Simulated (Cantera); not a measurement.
Input: 1 mol FeS₂, 1800 mol H₂, equilibrated at 2200 K and 11000 Pa.

Equilibrium computed with Cantera from the NASA thermochemical tables; the gas is ideal and each condensed phase is pure. Candidate condensed phases: Fe, FeS, FeS₂, S; 8 gas species. Rates play no part.

Base state: H₂ 0.982, H 0.0168, Fe 0.000550, H₂S 0.000490, SH 0.000443, S 0.000132, S₂ 1.75e-5 (mole fractions); condensed: gas only.

**Question.** What changes in the equilibrium state with this change: pressure from 11000 Pa to 20.0 Pa?

**Answer.** 
```csv
species,before,after
H₂,0.982,0.672
H,0.0168,0.326
S,0.000132,0.000824
Fe,0.000550,0.000464
H₂S,0.000490,3.81e-6
S₂,1.75e-5,1.24e-6
SH,0.000443,9.76e-5
```
